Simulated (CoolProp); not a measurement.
Vapour-liquid equilibrium of R125 (1) + R134a (2) at 279.2 K; x and y are mole fractions of (1).

The numbers come from the multi-fluid Helmholtz-energy mixture model, Lemmon 2005 and Tillner-Roth 1994; pair parameters Lemmon 2004 in CoolProp.

### Question
Give the bubble pressure and the first vapour's composition at x = 0.05, 0.65, 0.95. Is there an azeotrope?

### Answer
x = 0.05: 385.9 kPa, y = 0.101; x = 0.65: 653.0 kPa, y = 0.780; x = 0.95: 785.6 kPa, y = 0.972. No azeotrope shows between x = 0.05 and 0.95.

The pair parameters rest on a limited set of measurements; away from them the model extrapolates.
